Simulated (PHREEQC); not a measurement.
Consider water at 25 °C with 0.0044 mol TMAH, 0.0046 mol K2SiO3 and 0.00018 mol K2CO3 per kg of water. Closed to the air; pH follows from the charge balance.

Computed with PHREEQC (ion-association model, phreeqc.dat).

Task: The ionic strength comes out as 0.0144 mol/kgw. What activity coefficients do K+, OH-, CO3-2, H3SiO4-, H2SiO4-2 get?

Result: K+ 0.88, OH- 0.88, CO3-2 0.63, H3SiO4- 0.89, H2SiO4-2 0.63.

This is a speciation only: nothing precipitates in the calculation. Complexes and solids missing from the database can't appear. (CH3)4N+ isn't in the database: it is added as a free cation with an ion size of 4 Å.
